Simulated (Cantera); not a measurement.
Input: 1 mol C2F6, 7.9 mol H2, at 2625 K and 1.30 Pa.

Method: chemical equilibrium by Gibbs-energy minimisation in Cantera with the NASA 1993 tables (ideal gas, pure condensed phases). Candidate condensed phases: C, C6H6, C7H8, C8H18; 95 gas species. The feed counts by its element totals alone. The numbers say what is thermodynamically allowed, not how fast it happens.

Task: What is the equilibrium state?

Result: 
- x(H) = 0.629
- x(HF) = 0.191
- x(F) = 0.120
- x(C) = 0.0291
- x(C3) = 0.0211
- x(C2) = 0.00450
- x(H2) = 0.00285
- x(CF) = 0.00250
- x(C2H) = 0.000203
- gas amount = 19.14 mol
- log10 activity of C(graphite) (absent) = -0.35
